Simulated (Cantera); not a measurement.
Cantera run, input and output.

```python
import numpy as np
import cantera as ct

surf = ct.Interface("diamond.yaml", "diamond_100")
gas, bulk = surf.adjacent["gas"], surf.adjacent["diamond"]
k = surf.kinetics_species_index(bulk.species_names[0])
cover = ["c6HH", "c6H*", "c6*H", "c6**", "c6HM", "c6B"]

rows, drift = [], 0.0
print(f"{'T':>10s}{'um/h':>11s}" + "".join(f"{s:>11s}" for s in cover))
for v in [925, 975, 1025, 1075, 1125, 1175, 1225, 1275, 1325, 1375]:
    T, P, xH, xCH3 = v, 4600, 0.017, 0.0016
    gas.TPX = T, P, {"H": xH, "CH3": xCH3, "CH4": 0.0023, "H2": 1 - xH - xCH3 - 0.0023}
    surf.TP = bulk.TP = T, P
    surf.coverages = "c6H*:0.1, c6HH:0.9"
    surf.advance_coverages(100.0)
    before = surf.coverages
    surf.advance_coverages(100.0)
    drift = max(drift, np.max(np.abs(surf.coverages - before) / (surf.coverages + 1e-9)))
    rate = surf.net_production_rates[k] * bulk.mean_molecular_weight / bulk.density * 3.6e9
    rows.append([rate, *surf[cover].coverages])
    print(f"{v:10.4g}{rate:11.4e}" + "".join(f"{x:11.3e}" for x in rows[-1][1:]))
```

Output:

```
         T       um/h       c6HH       c6H*       c6*H       c6**       c6HM        c6B
       925 2.4349e+01  6.130e-01  1.135e-02  2.883e-01  4.919e-03  6.470e-02  6.607e-08
       975 3.1884e+01  5.770e-01  1.516e-02  3.303e-01  7.426e-03  5.242e-02  8.652e-08
      1025 3.9888e+01  5.408e-01  1.948e-02  3.693e-01  1.070e-02  4.241e-02  1.082e-07
      1075 4.7150e+01  5.060e-01  2.425e-02  4.050e-01  1.484e-02  3.364e-02  1.279e-07
      1125 5.1092e+01  4.736e-01  2.940e-02  4.376e-01  1.991e-02  2.517e-02  1.386e-07
      1175 4.8505e+01  4.438e-01  3.490e-02  4.674e-01  2.598e-02  1.673e-02  1.316e-07
      1225 3.9673e+01  4.160e-01  4.061e-02  4.933e-01  3.302e-02  9.424e-03  1.077e-07
      1275 3.0001e+01  3.891e-01  4.629e-02  5.142e-01  4.088e-02  4.561e-03  8.141e-08
      1325 2.3889e+01  3.635e-01  5.183e-02  5.299e-01  4.942e-02  2.017e-03  6.482e-08
      1375 2.1529e+01  3.396e-01  5.717e-02  5.412e-01  5.855e-02  8.610e-04  5.842e-08
```

Cantera simulation using the Harris–Goodwin 1993 mechanism for the reconstructed diamond (100) surface; the numbers are that mechanism's predictions, not measurements.
